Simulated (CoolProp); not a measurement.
n-perfluorobutane along the isobar 25.7 bar: density (kg/m³) from the reference equation and from simpler models built on Tc = 113.2 °C, pc = 23.22 bar, ω = 0.372; each cubic takes its own stable root.

The numbers come from the reference Helmholtz-energy equation of state, Gao 2022 in CoolProp.

```tsv
T (°C)	phase	reference	Redlich-Kwong	Soave-Redlich-Kwong	Peng-Robinson
4.45	liquid	1587	1431	1508	1704
20.15	liquid	1531	1371	1449	1638
35.85	liquid	1472	1306	1383	1564
51.45	liquid	1408	1233	1308	1479
67.15	liquid	1335	1151	1219	1378
82.85	liquid	1248	1053	1112	1253
98.55	liquid	1131	929.5	969.9	1087
114.15	supercritical	895.6	730.5	724.3	796.3
129.85	supercritical	337.7	352.7	327.6	345.8
145.55	supercritical	269.6	283.1	265.1	277.6
161.15	supercritical	235.6	247.9	232.5	242.2
176.85	supercritical	212.9	224.2	210.4	218.4
```
